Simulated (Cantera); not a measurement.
A freely propagating, adiabatic, planar premixed flame of 6.06 % CH₄, 3.15 % CO, 19.3 % O₂, 71.5 % N₂, equivalence ratio 0.71, unburnt at 575 K and 1.00 atm; mixture-averaged transport, grid criteria slope 0.08 and curve 0.16, no radiation.

Cantera simulation using GRI-Mech 3.0 (53 species, 325 reactions); the numbers are that mechanism's predictions, not measurements. Burning velocities carry a grid error of a few per cent, more on coarse grids.

Q: Predict: laminar burning velocity; thermal thickness; peak x(CH₂); peak x(CH₂CO).

A: 
```
Quantity                      Value
------------------------  ---------
laminar burning velocity  94.0 cm/s
thermal thickness          0.396 mm
peak x(CH₂)                 1.67e-5
peak x(CH₂CO)               3.70e-5
```
